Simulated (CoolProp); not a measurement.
Vapour-liquid equilibrium of acetone (1) + toluene (2) at 83.45 °C; x and y are mole fractions of (1).

Values from CoolProp's multi-fluid Helmholtz-energy mixture model, Lemmon 2006 and Lemmon 2006; pair parameters Bell 2016.

```
x      bubble pressure (kPa)  y at the bubble point  dew pressure at overall composition x (kPa)  liquid density (mol/L)
-----  ---------------------  ---------------------  -------------------------------------------  ----------------------
0.05                   60.16                  0.301                                        45.81                   8.878
0.125                  81.40                  0.514                                        49.33                   9.074
0.2                    99.57                  0.628                                        53.43                       ?
0.275                  115.5                  0.700                                        58.25                   9.494
0.35                   129.9                      ?                                        64.01                   9.721
0.425                  143.1                  0.794                                        70.97                   9.960
0.5                    155.7                  0.828                                        79.54                   10.21
0.575                      ?                  0.858                                        90.30                   10.48
0.65                   179.8                  0.885                                        104.1                       ?
0.725                  191.8                  0.911                                        122.0                   11.06
0.8                    203.9                  0.936                                        145.4                   11.37
0.875                  216.4                  0.960                                        175.3                   11.71
0.95                   229.2                  0.984                                        211.3                   12.07
```

Problem. Fill in the missing entries.

Solution. 
- 0.2, liquid density (mol/L): 9.279
- 0.35, y at the bubble point: 0.753
- 0.575, bubble pressure (kPa): 167.8
- 0.65, liquid density (mol/L): 10.76

No azeotrope shows between x = 0.05 and 0.95.

Pair parameters are fitted to limited data, so mixtures are less certain than the pure fluids.
